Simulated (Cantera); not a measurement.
An adiabatic, constant-pressure homogeneous reactor starts with CH4 : O2 : N2 : CO2 = 1 : 0.8 : 3.01 : 1.4 (molar parts), equivalence ratio 2.5, at 1400 K and 2550 Torr. Integrator tolerance rtol = 1e-08.

Detailed kinetics in Cantera: GRI-Mech 3.0 (53 species, 325 reactions).

Task: What does this change do: pressure from 2550 Torr to 3750 Torr?

Result: 
| quantity | before | after |
|---|---|---|
| time of steepest temperature rise | 3.46 ms | 2.48 ms |
| temperature at 3.00 s | 1917 K | 1917 K |
| equilibrium temperature | 1917 K | 1917 K |
| x(CH4) at 3.00 s | 1.07e-9 (gas-phase equilibrium 1.17e-9) | 2.32e-9 (gas-phase equilibrium 2.53e-9) |
| x(O2) at 3.00 s | 2.19e-8 (gas-phase equilibrium 2.19e-8) | 1.49e-8 (gas-phase equilibrium 1.49e-8) |
| x(CO2) at 3.00 s | 0.0962 (gas-phase equilibrium 0.0962) | 0.0962 (gas-phase equilibrium 0.0962) |
| x(H2) at 3.00 s | 0.0962 (gas-phase equilibrium 0.0962) | 0.0962 (gas-phase equilibrium 0.0962) |
| x(NO) at 3.00 s | 2.24e-6 (gas-phase equilibrium 1.41e-6) | 1.70e-6 (gas-phase equilibrium 1.16e-6) |
| x(CH2CO) at 3.00 s | <1e-12 (gas-phase equilibrium <1e-12) | 1.42e-12 (gas-phase equilibrium 1.54e-12) |
| x(CO) at 3.00 s | 0.228 (gas-phase equilibrium 0.228) | 0.228 (gas-phase equilibrium 0.228) |

Task: What does this change do: pressure from 2550 Torr to 760 Torr?

Result: 
```
quantity                                                            before                                      after
---------------------------------  ---------------------------------------  -----------------------------------------
time of steepest temperature rise                                  3.46 ms                                    8.90 ms
temperature at 3.00 s                                               1917 K                                     1916 K
equilibrium temperature                                             1917 K                                     1916 K
x(CH4) at 3.00 s                   1.07e-9 (gas-phase equilibrium 1.17e-9)  9.44e-11 (gas-phase equilibrium 1.05e-10)
x(O2) at 3.00 s                    2.19e-8 (gas-phase equilibrium 2.19e-8)    7.25e-8 (gas-phase equilibrium 7.25e-8)
x(CO2) at 3.00 s                     0.0962 (gas-phase equilibrium 0.0962)      0.0963 (gas-phase equilibrium 0.0963)
x(H2) at 3.00 s                      0.0962 (gas-phase equilibrium 0.0962)      0.0962 (gas-phase equilibrium 0.0961)
x(NO) at 3.00 s                    2.24e-6 (gas-phase equilibrium 1.41e-6)    5.83e-6 (gas-phase equilibrium 2.55e-6)
x(CH2CO) at 3.00 s                   <1e-12 (gas-phase equilibrium <1e-12)      <1e-12 (gas-phase equilibrium <1e-12)
x(CO) at 3.00 s                        0.228 (gas-phase equilibrium 0.228)        0.228 (gas-phase equilibrium 0.228)
```
